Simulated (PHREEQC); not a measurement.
A solution holds 1.2 mol KCl, 0.64 mol H3BO3 and 0.00047 mol H4SiO4 per kg of water, at 25 °C. Closed to the air; pH follows from the charge balance.

Model: Pitzer model, pitzer.dat, run in PHREEQC.

```yaml
pH: 3.86
ionic_strength: 1.20 mol/kgw
activity_of_water: 0.952
density: 1.062 g/cm³
osmotic_coefficient: 0.897
```

```tsv
species	molality	activity	log γ
Cl-	1.20	0.713	-0.226
K+	1.20	0.670	-0.253
B(OH)3	0.640	0.569	-0.051
H4SiO4	0.000470	0.000494	0.021
H+	0.000146	0.000138	-0.023
B3O3(OH)4-	0.000140	4.35e-5	-0.508
B(OH)4-	5.41e-6	2.26e-6	-0.379
B4O5(OH)4-2	1.57e-8	4.66e-10	-1.529
H3SiO4-	1.28e-9	5.27e-10	-0.387
```

This is a speciation only: nothing precipitates in the calculation. In brines, pH and single-ion activities rest on the MacInnes convention.
